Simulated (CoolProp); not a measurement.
Vapour-liquid equilibrium of CHF3 (R23) (1) + R143a (2) at 215.5 K; x and y are mole fractions of (1).

Values from CoolProp's multi-fluid Helmholtz-energy mixture model, Penoncello 2003 and Lemmon and Jacobsen 2000; pair parameters Bell 2016.

Q: Give the bubble pressure and the first vapour's composition at x = 0.2, 0.65, 0.8. Is there an azeotrope?

A: x = 0.2: 0.1121 MPa, y = 0.564; x = 0.65: 0.2472 MPa, y = 0.908; x = 0.8: 0.2894 MPa, y = 0.952. No azeotrope shows between x = 0.05 and 0.95.

The pair parameters rest on a limited set of measurements; away from them the model extrapolates. The gap from Raoult's law changes sign with composition, which may be real or a fault of the pair parameters; it wasn't checked against measurements.
